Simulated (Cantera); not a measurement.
A perfectly stirred reactor is fed with CO : H₂ : CH₄ : O₂ : N₂ = 1 : 0.11 : 0.24 : 1.04 : 12.4 (molar parts), at 0.380 bar; it is adiabatic with a 725 K inlet, and is followed from long to short residence time, starting on the burning branch (τ in s: 0.023, 0.011, 0.0055, 0.0027, 0.0013, 0.00064, 0.00031, 0.00015, 7.5e-05).

Model: GRI-Mech 3.0 (53 species, 325 reactions), integrated in Cantera.

Problem. What does this change do: pressure from 0.380 bar to 10.0 bar?

Solution. 
| quantity | before | after |
|---|---|---|
| blow-out, bracketed by the residence times tried | burning at 1.30 ms, out at 0.640 ms | burning at 0.640 ms, out at 0.310 ms |
| x(CO) at τ = 23.0 ms | 0.0153 | 0.00306 |
| x(H₂) at τ = 23.0 ms | 0.00255 | 0.000373 |
| x(CH₄) at τ = 23.0 ms | 1.40e-5 | 8.24e-6 |
| x(H₂O) at τ = 23.0 ms | 0.0363 | 0.0408 |
| x(O) at τ = 23.0 ms | 0.00129 | 2.30e-5 |
| x(CO) at τ = 1.30 ms | 0.0363 | 0.00951 |
| x(H₂) at τ = 1.30 ms | 0.00400 | 0.000890 |
| x(CH₄) at τ = 1.30 ms | 0.000252 | 6.47e-5 |
| x(H₂O) at τ = 1.30 ms | 0.0317 | 0.0399 |
| x(O) at τ = 1.30 ms | 0.00282 | 0.000123 |

Problem. What does this change do: inlet temperature 725 to 350 K?

Solution. 
```json
[
 {"quantity": "blow-out, bracketed by the residence times tried", "before": "burning at 1.30 ms, out at 0.640 ms", "after": "not reached"},
 {"quantity": "x(CO) at τ = 23.0 ms", "before": "0.0153", "after": "0.0676"},
 {"quantity": "x(H₂) at τ = 23.0 ms", "before": "0.00255", "after": "0.00744"},
 {"quantity": "x(CH₄) at τ = 23.0 ms", "before": "1.40e-5", "after": "0.0162"},
 {"quantity": "x(H₂O) at τ = 23.0 ms", "before": "0.0363", "after": "<1e-12"},
 {"quantity": "x(O) at τ = 23.0 ms", "before": "0.00129", "after": "<1e-12"},
 {"quantity": "x(CO) at τ = 1.30 ms", "before": "0.0363", "after": "0.0676"},
 {"quantity": "x(H₂) at τ = 1.30 ms", "before": "0.00400", "after": "0.00744"},
 {"quantity": "x(CH₄) at τ = 1.30 ms", "before": "0.000252", "after": "0.0162"},
 {"quantity": "x(H₂O) at τ = 1.30 ms", "before": "0.0317", "after": "<1e-12"},
 {"quantity": "x(O) at τ = 1.30 ms", "before": "0.00282", "after": "<1e-12"},
 {"quantity": "state", "before": "not reached", "after": "not burning at any residence time tried"}
]
```
